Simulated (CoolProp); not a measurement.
n-perfluoropentane along the isotherm 286.4 K: fugacity coefficient from the reference equation and from simpler models built on Tc = 421.0 K, pc = 2.063 MPa, ω = 0.436; each cubic takes its own stable root.

The numbers come from the reference Helmholtz-energy equation of state, Gao 2022 in CoolProp.

```
p (MPa)   phase  reference
-------  ------  ---------
0.909    liquid    0.06115
1.82     liquid    0.03265
2.73     liquid    0.02327
3.64     liquid    0.01865
4.55     liquid    0.01594
5.45     liquid    0.01421
6.36     liquid    0.01300
7.27     liquid    0.01215
8.18     liquid    0.01153
9.09     liquid    0.01108
10       liquid    0.01075
```

Q: How far does each simpler model (van der Waals, Redlich-Kwong, Soave-Redlich-Kwong, Peng-Robinson) lie from the reference over these 11 states: mean and median of the absolute difference, and the worst?

A: 
- van der Waals: mean 638.0 %, median 634.7 %, worst +783.9 % at 286.4 K and 10 MPa
- Redlich-Kwong: mean 162.8 %, median 163.1 %, worst +172.3 % at 286.4 K and 10 MPa
- Soave-Redlich-Kwong: mean 2.7 %, median 2.7 %, worst +4.7 % at 286.4 K and 10 MPa
- Peng-Robinson: mean 1.5 %, median 1.4 %, worst -3.3 % at 286.4 K and 10 MPa
